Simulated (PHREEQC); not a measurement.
## Alkaline etch or developer: speciation

Solution (40 °C): 0.0022 mol/kgw KOH, 0.014 mol/kgw NaAlO2 and 8.5e-05 mol/kgw (CH3)4NCl. Closed to the air; pH follows from the charge balance.

All values are PHREEQC results (ion-association model, wateq4f.dat), not measurements.

No solid was allowed to form.

Question: What pH, ionic strength does the model give?

Answer: pH 10.83; ionic strength 0.0163 mol/kgw.

Saturation is exceeded, for instance for Boehmite (slow to form), Gibbsite (slow to form); the values hold only as long as no solid forms. Species that the database lacks are ignored. (CH3)4N+ isn't in the database: it is added as a free cation with an ion size of 4 Å. At this temperature some constants are extrapolated from 25 °C, and those without enthalpy data are left unchanged.
